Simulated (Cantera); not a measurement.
An isothermal, constant-pressure homogeneous reactor starts with CH₄ : H₂ : N₂ = 0.022 : 1 : 0.013 (molar parts), at 2548 K and 1600 Pa.

Computed with Cantera and GRI-Mech 3.0 (53 species, 325 reactions). GRI-Mech 3.0 stops at C3 and has no aromatics, soot or wall deposition, so with more carbon than oxygen in the feed, carbon stays in small species such as C2H2 where larger ones or solid carbon would form. Radical loss at walls, strong at low pressure, is not modelled.

x: mole fraction; the columns are a selection and need not sum to one.

```tsv
t (s)	x CH₄	x H₂	x CH₃	x HCN	x C₂H₆	x CH₂	x C₂H
2.00e-5	0.0209	0.966	0.000310	1.38e-12	6.01e-9	2.36e-7	<1e-12
5.90e-5	0.0204	0.964	0.000775	1.85e-11	5.85e-8	2.00e-6	2.18e-11
0.000174	0.0191	0.961	0.00199	7.46e-10	3.59e-7	1.57e-5	4.36e-9
0.000514	0.0156	0.952	0.00435	(withheld)	1.07e-6	8.59e-5	4.86e-7
0.00152	0.00736	0.942	0.00416	(withheld)	5.36e-7	0.000164	1.11e-5
0.00447	0.00131	0.934	0.00105	(withheld)	2.36e-8	7.18e-5	3.20e-5
0.0132	0.000186	0.923	0.000195	(withheld)	5.87e-10	1.87e-5	4.60e-5
0.0389	2.73e-5	0.905	3.94e-5	(withheld)	1.60e-11	5.28e-6	6.38e-5
0.115	5.71e-6	0.865	1.33e-5	(withheld)	<1e-12	2.86e-6	0.000101
0.339	1.84e-6	0.802	7.18e-6	(withheld)	<1e-12	2.61e-6	0.000162
1.00	1.15e-6	0.766	5.64e-6	(withheld)	<1e-12	2.58e-6	0.000198
```

**Question.** What belongs in the gaps?

**Answer.** 
- 0.000514, x HCN: 4.00e-8
- 0.00152, x HCN: 9.25e-7
- 0.00447, x HCN: 4.75e-6
- 0.0132, x HCN: 1.01e-5
- 0.0389, x HCN: 1.59e-5
- 0.115, x HCN: 2.57e-5
- 0.339, x HCN: 6.94e-5
- 1.00, x HCN: 0.000236
